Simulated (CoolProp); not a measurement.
Vapour-liquid equilibrium of dimethyl ether (1) + R236FA (2) at 66.05 °C; x and y are mole fractions of (1).

The numbers come from the multi-fluid Helmholtz-energy mixture model, Wu 2011 and Pan 2012; pair parameters Bell 2016 in CoolProp.

| x | bubble pressure (bar) | y at the bubble point | dew pressure at overall composition x (bar) | liquid density (mol/L) |
|---|---|---|---|---|
| 0.05 | 8.937 | 0.053 | 8.935 | 8.102 |
| 0.15 | 9.053 | 0.166 | 9.032 | 8.510 |
| 0.25 | 9.275 | 0.288 | 9.194 | 8.938 |
| 0.35 | 9.637 | 0.415 | 9.432 | 9.385 |
| 0.45 | 10.17 | 0.543 | 9.763 | 9.854 |
| 0.55 | 10.91 | 0.663 | 10.21 | 10.34 |
| 0.65 | 11.87 | 0.770 | 10.82 | 10.85 |
| 0.75 | 13.04 | 0.859 | 11.67 | 11.38 |
| 0.85 | 14.39 | 0.929 | 12.90 | 11.92 |
| 0.95 | 15.84 | 0.980 | 14.93 | 12.46 |

No azeotrope shows between x = 0.05 and 0.95.

The pair parameters rest on a limited set of measurements; away from them the model extrapolates.
